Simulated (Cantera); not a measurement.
Mixture: CH₄ : C₂H₆ : C₃H₈ : O₂ : N₂ = 1 : 0.068 : 1.3 : 7.28 : 27.4 (molar parts), at 16.8 atm, adiabatic and at constant pressure. Ignition delay is the time to a rise of 400 K.

Computed with Cantera and GRI-Mech 3.0 (53 species, 325 reactions). GRI-Mech 3.0 was tuned for natural gas; its chemistry of propane as a main component is partial and can be far from experiment. The pressure lies above the range GRI-Mech 3.0 was tuned for (to about 10 atm).

Question: What does this change do: O2 7.28 to 4.4 parts?

Answer: 
```json
[
 {"quantity": "delay at 1248 K", "before": "0.488 ms", "after": "0.730 ms"},
 {"quantity": "delay at 1323 K", "before": "0.158 ms", "after": "0.233 ms"},
 {"quantity": "delay at 1398 K", "before": "56.4 µs", "after": "83.5 µs"},
 {"quantity": "delay at 1473 K", "before": "22.8 µs", "after": "34.2 µs"},
 {"quantity": "delay at 1548 K", "before": "10.5 µs", "after": "16.0 µs"},
 {"quantity": "delay at 1623 K", "before": "5.46 µs", "after": "8.49 µs"},
 {"quantity": "delay at 1698 K", "before": "3.15 µs", "after": "4.99 µs"},
 {"quantity": "apparent activation energy between 1548 and 1698 K", "before": "180 kJ/mol", "after": "170 kJ/mol"}
]
```

Question: What does this change do: 3.3 parts H2 added?

Answer: 
```csv
quantity,before,after
delay at 1248 K,0.488 ms,99.7 µs
delay at 1323 K,0.158 ms,47.7 µs
delay at 1398 K,56.4 µs,23.9 µs
delay at 1473 K,22.8 µs,12.3 µs
delay at 1548 K,10.5 µs,6.69 µs
delay at 1623 K,5.46 µs,3.87 µs
delay at 1698 K,3.15 µs,2.39 µs
apparent activation energy between 1548 and 1698 K,180 kJ/mol,150 kJ/mol
```
